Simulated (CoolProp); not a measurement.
The numbers come from the reference Helmholtz-energy equation of state, Thol 2022 in CoolProp.

### Question
For vinyl chloride, give the phase and the Z, cv (kJ/(kg K)), isothermal compressibility (1/MPa) at -63.65 °C and 9130 kPa; -17.95 °C and 9130 kPa; 27.85 °C and 9130 kPa.

### Answer
- -63.65 °C and 9130 kPa: liquid; Z 0.307, cv 0.900, isothermal compressibility 0.000859
- -17.95 °C and 9130 kPa: liquid; Z 0.272, cv 0.900, isothermal compressibility 0.00130
- 27.85 °C and 9130 kPa: liquid; Z 0.250, cv 0.929, isothermal compressibility 0.00210
